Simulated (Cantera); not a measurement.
A Cantera script and its output.

```python
import numpy as np
import cantera as ct

gas = ct.Solution("gri30.yaml")


def delay(T, t_max=10):
    gas.TPX = T, 500000, {'CH4': 1, 'C2H6': 0.18, 'O2': 3.37, 'N2': 12.7}
    reactor = ct.IdealGasReactor(gas, clone=False)
    net = ct.ReactorNet([reactor])
    net.rtol, net.atol = 1e-8, 1e-16
    while net.time < t_max:
        t_old, T_old = net.time, reactor.T
        net.step()
        if reactor.T > T + 400:  # ignition: a rise of 400 K
            return t_old + (T + 400 - T_old) / (reactor.T - T_old) * (net.time - t_old)
    return np.nan


taus = []
for T in [1000, 1100, 1200, 1300, 1400, 1500]:
    taus.append(delay(T))
    print(f"T0 = {T:6g} K   tau = {taus[-1]:.4e} s")
```

Result:

```
T0 =   1000 K   tau = 4.0976e-02 s
T0 =   1100 K   tau = 5.6545e-03 s
T0 =   1200 K   tau = 1.1290e-03 s
T0 =   1300 K   tau = 3.2116e-04 s
T0 =   1400 K   tau = 1.1889e-04 s
T0 =   1500 K   tau = 5.1443e-05 s
```

Model: GRI-Mech 3.0 (53 species, 325 reactions), integrated in Cantera.
